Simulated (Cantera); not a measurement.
Cantera run:

```python
import numpy as np
import cantera as ct

gas_names = """
    CL CL2 H HCL H2 Si SiCL SiCL2 SiCL3 SiCL4 SiH SiHCL3 SiH2 SiH2CL2 SiH3 SiH3CL SiH4 Si2 Si3
""".split()
cond_names = """
    Si(cr) Si(L)
""".split()


# ... load() reads the species with a 1 bar reference pressure and builds the phases ...
atoms = {
    'Si': {'Si': 1},
    'Cl2': {'CL': 2},
    'H2': {'H': 2},
}
top_T = {}  # K; cautious upper limits of use, not melting points


# ... equilibrate(T, P, feed) seeds the gas with the atoms and calls Mixture.equilibrate('TP', solver="vcs", rtol=1e-11, max_steps=5000) ...
results = []
feed = {'Si': 1, 'Cl2': 1.6, 'H2': 1.8}  # mol
T = 873  # K
P = 10000  # Pa
mix = equilibrate(T, P, feed)
results.append((T, P, feed, dict(zip(mix.species_names, mix.species_moles))))
x = sorted(zip(gas.X, gas.species_names), reverse=True)
print(f"T = {T:g} K  P = {P:g} Pa  gas = {mix.phase_moles(0):.4g} mol")
print("   x: " + "  ".join(f"{s} {v:.3e}" for v, s in x if v > 0.001))
print("   condensed (mol): " + ("  ".join(f"{mix.phase(i).name} {mix.phase_moles(i):.4g}"
      for i in range(1, mix.n_phases) if mix.phase_moles(i) > 1e-12) or "none"))
```

Output:

```
T = 873 K  P = 10000 Pa  gas = 2.566 mol
   x: H2 6.680e-01  SiCL4 2.654e-01  SiHCL3 5.832e-02  HCL 6.509e-03  SiH2CL2 1.168e-03
   condensed (mol): Si(cr) 0.1648
```

Equilibrium computed with Cantera from the NASA thermochemical tables; the gas is ideal and each condensed phase is pure. The tables' values for SiCl3 are old estimates; treat these amounts as uncertain.
